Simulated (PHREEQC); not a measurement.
A solution holds 0.0026 mol/kgw ZnSO4, 0.26 mol/kgw NaCl and 0.00039 mol/kgw FeSO4, at 25 °C. Closed to the air; pH follows from the charge balance.

Model: ion-association model, wateq4f.dat, run in PHREEQC.

Each row changes one thing in this solution. Precipitation was switched off in this run.

```
case                                                pH  SO4-2 (mol/kgw)  NaSO4- (mol/kgw)  Fe+2 (mol/kgw)  FeCl+ (mol/kgw)  FeSO4 (mol/kgw)  SI of Halite (NaCl)  SI of Mirabilite (Na2SO4:10H2O)
------------------------------------------------  ----  ---------------  ----------------  --------------  ---------------  ---------------  -------------------  -------------------------------
as made                                           5.75          0.00216          0.000737        0.000345          3.54e-5          9.79e-6                -3.05                            -3.62
ZnSO4 replaced by (NH4)2SO4 at the same molality  5.89          0.00219          0.000748        0.000345          3.55e-5          9.94e-6                -3.05                            -3.61
ZnSO4 from 0.0026 to 0.00026 mol/kgw              6.21         0.000480          0.000166        0.000351          3.65e-5          2.26e-6                -3.05                            -4.26
FeSO4 from 0.00039 to 0.00195 mol/kgw             5.75          0.00326           0.00110         0.00170         0.000174          7.19e-5                -3.06                            -3.45
diluted 100-fold with water                       6.71          2.95e-5           3.06e-7         3.87e-6          1.11e-8          1.30e-8                -6.80                            -8.73
temperature from 25 to 20 °C                      5.75          0.00218          0.000725        0.000345          3.58e-5          9.13e-6                -3.04                            -3.37
ZnSO4 from 0.0026 to 0.00234 mol/kgw              5.77          0.00198          0.000675        0.000345          3.55e-5          8.99e-6                -3.05                            -3.66
```

Complexes and solids missing from the database can't appear.
